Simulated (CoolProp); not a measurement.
Vapour-liquid equilibrium of propane (1) + isopentane (2) at 3.37 bar; x and y are mole fractions of (1).

Computed with CoolProp (multi-fluid Helmholtz-energy mixture model, Lemmon 2009 and Lemmon 2006; pair parameters Kunz 2012).

**Question.** Give the bubble temperature and the first vapour's composition at x = 0.35, 0.45, 0.95. Is there an azeotrope?

**Answer.** x = 0.35: 291.4 K, y = 0.838; x = 0.45: 284.7 K, y = 0.890; x = 0.95: 263.9 K, y = 0.995. No azeotrope shows between x = 0.05 and 0.95.

The pair parameters rest on a limited set of measurements; away from them the model extrapolates.
